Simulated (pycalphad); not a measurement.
CALPHAD calculation (pycalphad, COST 507 light-alloy database (1999)), 1 atm. The data set is of 1999 and partly superseded. Kinetics are ignored, which matters at the lower temperatures.

Q: Which phases does B-62 at.% Ti hold at 2047 K, with what compositions and amounts?

A: BM with 50.0 at.% Ti and liquid with 78.2 at.% Ti. The lever rule gives (62 − 50.0)/(78.2 − 50.0) = 0.43 of liquid and 0.57 of BM.

Q: Which phases does B-98 at.% Ti hold at 607 K, with what compositions and amounts?

A: BM with 50.0 at.% Ti and hcp with 99.98 at.% Ti. The lever rule gives (98 − 50.0)/(100.0 − 50.0) = 0.96 of hcp and 0.04 of BM.

Q: Which phases does B-45 at.% Ti hold at 2100 K, with what compositions and amounts?

A: B4M3 with 42.9 at.% Ti and BM with 50.0 at.% Ti. The lever rule gives (45 − 42.9)/(50.0 − 42.9) = 0.30 of BM and 0.70 of B4M3.

Q: Which phases does B-8 at.% Ti hold at 2047 K, with what compositions and amounts?

A: β-boron with none at.% Ti and B2M with 33.3 at.% Ti. The lever rule gives (8 − 0.0)/(33.3 − 0.0) = 0.24 of B2M and 0.76 of β-boron.

Database names, with the compositions (at.%) that they take in these runs: B2M: B 67 Ti 33; B4M3: B 57 Ti 43; BM: B 50 Ti 50. An entry "none" or "no" means that the model of the phase leaves that element out.
